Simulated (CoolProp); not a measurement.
Vapour pressure (MPa) of R114: the reference equation beside estimates from Tc = 147.5 °C, pc = 3.352 MPa, ω = 0.252.

Values from CoolProp's reference Helmholtz-energy equation of state, Platzer 1990. This equation is an older, rougher fit; its heat capacities, sound speeds and derivatives of the liquid may be far off and weren't checked against measurements.

```
T (°C)  reference  Lee-Kesler  Redlich-Kwong
------  ---------  ----------  -------------
45.55      0.3958      0.3941         0.5530
51.65      0.4670      0.4656         0.6377
57.75      0.5475         [?]            [?]
63.85      0.6378         [?]         0.8335
69.95      0.7389      0.7380         0.9454
76.05      0.8514      0.8505          1.067
82.15      0.9761      0.9751          1.199
88.25       1.114       1.113            [?]
94.45       1.268       1.267          1.498
100.55      1.435       1.433          1.664
106.65        [?]       1.616            [?]
112.75      1.818         [?]          2.030
118.85      2.037       2.034          2.231
124.95      2.275       2.272          2.446
131.05      2.534       2.531            [?]
```

**Question.** Fill in the missing entries.

**Answer.** 
- 57.75, Lee-Kesler: 0.5463
- 57.75, Redlich-Kwong: 0.7311
- 63.85, Lee-Kesler: 0.6368
- 88.25, Redlich-Kwong: 1.342
- 106.65, reference: 1.618
- 106.65, Redlich-Kwong: 1.841
- 112.75, Lee-Kesler: 1.816
- 131.05, Redlich-Kwong: 2.673

Absolute difference from the reference over all 15 rows, mean and median: Lee-Kesler 0.2 and 0.1 %, Redlich-Kwong 21.3 and 20.5 %.
